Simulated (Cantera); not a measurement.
Input: 1 mol CuO, 3.9 mol CH4, 0.07 mol CO, held at 133 Pa.

Equilibrium computed with Cantera from the NASA thermochemical tables; the gas is ideal and each condensed phase is pure. Candidate condensed phases: C, C6H6, C7H8, C8H18, Cu, CuO, Cu(OH)2, Cu2O, H2O; 113 gas species. The numbers say what is thermodynamically allowed, not how fast it happens.

Task: At 1950 °C, list the 6 most abundant gas species with their mole fractions, and the condensed phases.

Result: H2 0.661, H 0.143, CO 0.101, Cu 0.0941, C2H2 (acetylene) 0.00192, C2H 1.53e-5. Condensed: C(graphite).
